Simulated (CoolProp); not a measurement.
Vapour-liquid equilibrium of propane (1) + cyclopropane (2) at 5.95 °C; x and y are mole fractions of (1).

Model: multi-fluid Helmholtz-energy mixture model, Lemmon 2009 and Polt 1992; pair parameters Bell 2016, in CoolProp. This equation is an older, rougher fit; its heat capacities, sound speeds and derivatives of the liquid may be far off and weren't checked against measurements.

```tsv
x	bubble pressure (MPa)	y at the bubble point	dew pressure at overall composition x (MPa)	liquid density (mol/L)
0.05	0.4315	0.078	0.4261	15.16
0.15	0.4581	0.215	0.4452	14.72
0.25	0.4816	0.332	0.4651	14.30
0.35	0.5021	0.435	0.4852	13.91
0.45	0.5197	0.527	0.5051	13.53
0.55	0.5345	0.613	0.5238	13.17
0.65	0.5467	0.695	0.5403	12.83
0.75	0.5563	0.777	0.5535	12.52
0.85	0.5630	0.861	0.5623	12.22
0.95	0.5664	0.951	0.5664	11.94
```

No azeotrope shows between x = 0.05 and 0.95.

The pair parameters rest on a limited set of measurements; away from them the model extrapolates.
